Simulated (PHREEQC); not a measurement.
## Acid mine or pickling water: speciation

Model water analysis in mg/L, 50 °C, pH 2.25, pe 11.9:

```tsv
constituent	mg/L
Na	176
K	2.26
Ca	53.4
Mg	35.1
Cl	146
S(6) as SO4	998
Mn(2)	0.248
Br	0.11
N(5) as NO3	21.9
Cu(2)	0.179
```

Cl is adjusted to close the charge balance.
Valence states are taken as typed.

Model: ion-association model, phreeqc.dat, run in PHREEQC.

No solid was allowed to form.

### Question
Predict the ionic strength, specific conductance.

### Answer
ionic strength 0.0252 mol/kgw; specific conductance 5840 µS/cm.

### Question
In which forms is K present?

### Answer
K+ 97 %, KSO4- 3.1 % of the K.

Constants without temperature data keep their 25 °C values here.
